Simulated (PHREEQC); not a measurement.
Consider water at 25 °C with 0.039 mol/kgw H2SO4 and 0.023 mol/kgw Al2(SO4)3. Closed to the air; pH follows from the charge balance.

The numbers come from PHREEQC with the ion-association model, phreeqc.dat.

```
quantity                  before   after
------------------------  ------  ------
pH                          1.46    1.68
ionic strength (mol/kgw)   0.135   0.118
HSO4- (mol/kgw)           0.0356  0.0515
```

Name the change that produced these shifts.
(A) 0.027 mol/kgw HCl added
(B) diluted 5-fold with water
(C) Al2(SO4)3 left out
(D) temperature from 25 to 85 °C

D, temperature from 25 to 85 °C

This is a speciation only: nothing precipitates in the calculation. Constants without temperature data keep their 25 °C values here.
